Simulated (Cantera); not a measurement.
A closed system holds: 1 mol Si2H6, 0.91 mol CO2, 35 mol N2, 0.48 mol O3, held at 13.3 mbar.

These are equilibrium values from Cantera (NASA tables, ideal gas, pure condensed phases), not measurements of a reactor. Candidate condensed phases: C, C6H6, C7H8, C8H18, H2O, Si, SiC, SiO2, Si2N2O, Si3N4; 151 gas species. The feed counts by its element totals alone. Mutual solubility and eutectic melting of coexisting phases are not modelled. The tables hold silica as quartz up to 1696 K and as liquid above; real silica turns to tridymite and cristobalite and melts near 1996 K. The numbers say what is thermodynamically allowed, not how fast it happens.

Task: Which condensed phases are stable at each of these points (T (K)): 1500, 1525, 1550, 1575, 1600, 1625, 1650, 1675, 1700, 1725, 1750, 1775, 1800?

Result: 
| T (K) | condensed phases | Si condensed (%) |
|---|---|---|
| 1500 | SiO2(β-quartz) + Si2N2O(s) | 98.6 |
| 1525 | SiO2(β-quartz) + Si2N2O(s) | 97.3 |
| 1550 | SiO2(β-quartz) + Si2N2O(s) | 94.9 |
| 1575 | SiO2(β-quartz) + Si2N2O(s) | 90.5 |
| 1600 | SiO2(β-quartz) + Si2N2O(s) | 82.6 |
| 1625 | SiO2(β-quartz) + Si2N2O(s) | 68.6 |
| 1650 | SiO2(β-quartz) + Si2N2O(s) | 43.8 |
| 1675 | SiO2(β-quartz) | 17.5 |
| 1700 | SiO2(condensed) | 17.4 |
| 1725 | SiO2(condensed) | 17.4 |
| 1750 | SiO2(condensed) | 17.3 |
| 1775 | SiO2(condensed) | 17.1 |
| 1800 | SiO2(condensed) | 16.9 |

From 1500 K to 1650 K the condensed part is SiO2(β-quartz) + Si2N2O(s). At 1675 K the condensed part is SiO2(β-quartz). From 1700 K to 1800 K the condensed part is SiO2(condensed).
